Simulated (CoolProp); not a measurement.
Values from CoolProp's reference Helmholtz-energy equation of state, Lemmon 2006. It is a short technical equation, of lower accuracy than the large ones.

Question: Give the vapour pressure (kPa), vapour density (kg/m³), enthalpy of vaporisation (kJ/kg), liquid cp (kJ/(kg K)) of saturated C3F8 (R218) at 155.7, 176, 236.8 K.

Answer: 
```tsv
T (K)	p (kPa)	vapour density (kg/m³)	enthalpy of vaporisation (kJ/kg)	liquid cp (kJ/(kg K))
155.7	0.241	0.0350	131	0.827
176	2.07	0.266	125	0.859
236.8	103	10.4	105	0.976
```
